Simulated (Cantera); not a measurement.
Feed: 1 mol Si3N4, 1.4 mol Cl2, 3 mol H2, equilibrated at 7.50 Torr.

These are equilibrium values from Cantera (NASA tables, ideal gas, pure condensed phases), not measurements of a reactor. Candidate condensed phases: NH4Cl, Si, Si3N4; 28 gas species. The numbers say what is thermodynamically allowed, not how fast it happens.

Over these rows the condensed part is Si3N4(s). Partial pressures as log10 of bar:

| T (K) | 1000/T (1/K) | log p SiH2Cl2 | log p H2 | log p HCl | log p SiCl4 | log p N2 |
|---|---|---|---|---|---|---|
| 925 | 1.0811 | -8.85 | -2.30 | -2.41 | -3.19 | -3.36 |
| 1075 | 0.9302 | -7.87 | -2.31 | -2.38 | -3.25 | -3.41 |
| 1225 | 0.8163 | ? | -2.33 | -2.36 | -3.33 | -3.43 |
| 1375 | 0.7273 | -6.77 | -2.34 | -2.38 | -3.64 | -3.30 |
| 1525 | 0.6557 | -6.80 | -2.32 | -2.52 | -4.52 | -3.05 |
| 1675 | 0.5970 | -7.04 | -2.29 | -2.76 | -5.72 | -2.90 |

Q: Fit log p(SiH2Cl2) = a + b·(1000/T) to the five rows, give the apparent enthalpy, and predict the row at 1225 K.

A: Means: 1000/T = 0.7983, log p = -7.466. Sxy = -0.674824, Sxx = 0.1632709, so b = -4.13 and a = -7.466 − (-4.13)×0.7983 = -4.17.
Apparent enthalpy: −19.145 × (-4.13) = 79 kJ/mol. With the condensed phases at unit activity, 1/3 Si3N4(s) + 2 HCl(g) = SiH2Cl2(g) + 2/3 N2(g) links this pressure to the main gases: over the six rows their terms move log p by -1.01 in all, so the slope isn't that reaction's ΔH° alone. The five rows lie within 0.40 of the line; that is curvature, so one enthalpy describes this range poorly.
Prediction at 1225 K: -4.17 + (-4.13)×0.8163 = -7.54. The computed value is -7.15, 0.39 from the line.
